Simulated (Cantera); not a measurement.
A closed system holds: 1 mol Fe₂O₃, 0.47 mol Cl₂, 1.1 mol H₂, equilibrated at 0.120 bar.

Equilibrium computed with Cantera from the NASA thermochemical tables; the gas is ideal and each condensed phase is pure. Candidate condensed phases: Fe, FeCl₂, FeCl₃, FeO, Fe(OH)₂, Fe(OH)₃, Fe₂O₃, Fe₃O₄, H₂O; 22 gas species. Mutual solubility and eutectic melting of coexisting phases are not modelled. The tables' stoichiometric FeO is somewhat more stable than real wüstite, so its field is too wide. FeO: taken at fixed stoichiometry. Equilibrium is a limit: real reactors are often held back by kinetics, nucleation or transport.

Problem. At 1550 K, list the 6 most abundant gas species with their mole fractions, and the condensed phases.

Solution. H₂O 0.499, HCl 0.385, FeCl₂ 0.106, H₂ 0.00890, Cl 0.000296, FeCl₃ 0.000119. Condensed: FeO(s) + Fe₃O₄(s).
